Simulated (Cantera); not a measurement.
A closed system holds: 1 mol SiC, 0.063 mol H2, at 11.0 mbar.

Points: T (K) = 1673, 1773, 1873, 1973, 2073, 2173, 2273, 2373, 2473, 2573, 2673, 2773, 2873.

Cantera's Mixture.equilibrate('TP', solver="vcs", rtol=1e-11, max_steps=5000) on the NASA tables stopped like this:

```
ERROR: FAILURE its = 5001!

*******************************************************************************
CanteraError thrown by MultiPhase::equilibrate:
VCS solver failed. Return code: -1
*******************************************************************************
```

Question: What got this run through?

Answer: One answer among several that fit: The failure is numerical, not chemical. The same input converged with solver="gibbs", rtol=1e-10, max_steps=50000, and the result passed a check of the equilibrium conditions:
```
log10 of partial pressures in bar; condensed amounts in mol
       T/K        H2        Si      SiC2         H      Si2C        C3 C2H2,acet       Si2       SiH     C(gr)    SiC(b)
      1673    -1.959    -7.443   -11.247    -4.923    -9.734   -17.189    -7.824   -10.921    -8.194         0         1
      1773    -1.960    -6.749    -9.845    -4.526    -8.786   -15.090    -7.004   -10.082    -7.638         0         1
      1873    -1.961    -6.096    -8.630    -4.171    -7.908   -13.323    -6.342    -9.264    -7.107         0         1
      1973    -1.964    -5.505    -7.545    -3.852    -7.117   -11.753    -5.760    -8.522    -6.628         0         1
      2073    -1.970    -4.972    -6.568    -3.565    -6.405   -10.337    -5.237    -7.853    -6.197         0    0.9999
      2173    -1.981    -4.488    -5.683    -3.307    -5.760    -9.056    -4.769    -7.246    -5.809         0    0.9998
      2273    -2.000    -4.012    -4.913    -3.076    -5.139    -7.996    -4.424    -6.623    -5.426 0.0001273    0.9992
      2373    -2.036    -3.516    -4.270    -2.873    -4.511    -7.209    -4.247    -5.933    -5.024  0.001141    0.9973
      2473    -2.111    -3.061    -3.681    -2.707    -3.936    -6.488    -4.127    -5.300    -4.676  0.004692    0.9904
      2573    -2.299    -2.641    -3.139    -2.614    -3.407    -5.825    -4.135    -4.718    -4.416    0.0186    0.9615
      2673    -3.242    -2.254    -2.639    -2.911    -2.919    -5.213    -4.912    -4.180    -4.560    0.2386    0.4578
      2773    -3.770    -2.228    -2.509    -3.014    -3.133    -4.646    -5.286    -4.348    -4.854    0.3366         0
      2873    -3.999    -2.249    -2.435    -2.978    -3.424    -4.121    -5.372    -4.595    -5.042    0.2084         0
```

The gas is ideal and each condensed phase is pure. Gases not in the tables: Si2H6 and higher silanes.
